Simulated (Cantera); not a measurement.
An adiabatic, constant-volume homogeneous reactor starts with CH4 : CO : O2 : N2 : H2O = 1 : 0.44 : 3.17 : 11.9 : 4.2 (molar parts), at 1398 K and 9.87 atm. Integrator tolerance rtol = 1e-08.

Computed with Cantera and GRI-Mech 3.0 (53 species, 325 reactions).

Task: What does this change do: initial temperature 1398 to 1550 K?

Result: 
```json
[
 {"quantity": "time of steepest temperature rise", "before": "0.589 ms", "after": "0.131 ms"},
 {"quantity": "temperature at 0.600 s", "before": "2584 K", "after": "2670 K"},
 {"quantity": "equilibrium temperature", "before": "2584 K", "after": "2670 K"},
 {"quantity": "x(CH4) at 0.600 s", "before": "<1e-12 (gas-phase equilibrium <1e-12)", "after": "<1e-12 (gas-phase equilibrium <1e-12)"},
 {"quantity": "x(CO) at 0.600 s", "before": "0.00427 (gas-phase equilibrium 0.00427)", "after": "0.00643 (gas-phase equilibrium 0.00643)"},
 {"quantity": "x(O2) at 0.600 s", "before": "0.0416 (gas-phase equilibrium 0.0416)", "after": "0.0416 (gas-phase equilibrium 0.0416)"},
 {"quantity": "x(O) at 0.600 s", "before": "0.00103 (gas-phase equilibrium 0.00103)", "after": "0.00157 (gas-phase equilibrium 0.00157)"},
 {"quantity": "x(NO2) at 0.600 s", "before": "1.57e-5 (gas-phase equilibrium 1.57e-5)", "after": "1.60e-5 (gas-phase equilibrium 1.60e-5)"},
 {"quantity": "x(N2O) at 0.600 s", "before": "2.05e-6 (gas-phase equilibrium 2.05e-6)", "after": "2.27e-6 (gas-phase equilibrium 2.27e-6)"}
]
```

Task: What does this change do: pressure from 9.87 atm to 1.00 atm?

Result: 
| quantity | before | after |
|---|---|---|
| time of steepest temperature rise | 0.589 ms | 4.26 ms |
| temperature at 0.600 s | 2584 K | 2501 K |
| equilibrium temperature | 2584 K | 2501 K |
| x(CH4) at 0.600 s | <1e-12 (gas-phase equilibrium <1e-12) | <1e-12 (gas-phase equilibrium <1e-12) |
| x(CO) at 0.600 s | 0.00427 (gas-phase equilibrium 0.00427) | 0.00806 (gas-phase equilibrium 0.00806) |
| x(O2) at 0.600 s | 0.0416 (gas-phase equilibrium 0.0416) | 0.0440 (gas-phase equilibrium 0.0440) |
| x(O) at 0.600 s | 0.00103 (gas-phase equilibrium 0.00103) | 0.00227 (gas-phase equilibrium 0.00227) |
| x(NO2) at 0.600 s | 1.57e-5 (gas-phase equilibrium 1.57e-5) | 4.91e-6 (gas-phase equilibrium 4.91e-6) |
| x(N2O) at 0.600 s | 2.05e-6 (gas-phase equilibrium 2.05e-6) | 5.71e-7 (gas-phase equilibrium 5.71e-7) |

Task: What does this change do: initial temperature 1398 to 1425 K?

Result: 
| quantity | before | after |
|---|---|---|
| time of steepest temperature rise | 0.589 ms | 0.446 ms |
| temperature at 0.600 s | 2584 K | 2600 K |
| equilibrium temperature | 2584 K | 2600 K |
| x(CH4) at 0.600 s | <1e-12 (gas-phase equilibrium <1e-12) | <1e-12 (gas-phase equilibrium <1e-12) |
| x(CO) at 0.600 s | 0.00427 (gas-phase equilibrium 0.00427) | 0.00462 (gas-phase equilibrium 0.00462) |
| x(O2) at 0.600 s | 0.0416 (gas-phase equilibrium 0.0416) | 0.0416 (gas-phase equilibrium 0.0416) |
| x(O) at 0.600 s | 0.00103 (gas-phase equilibrium 0.00103) | 0.00112 (gas-phase equilibrium 0.00112) |
| x(NO2) at 0.600 s | 1.57e-5 (gas-phase equilibrium 1.57e-5) | 1.58e-5 (gas-phase equilibrium 1.58e-5) |
| x(N2O) at 0.600 s | 2.05e-6 (gas-phase equilibrium 2.05e-6) | 2.09e-6 (gas-phase equilibrium 2.09e-6) |
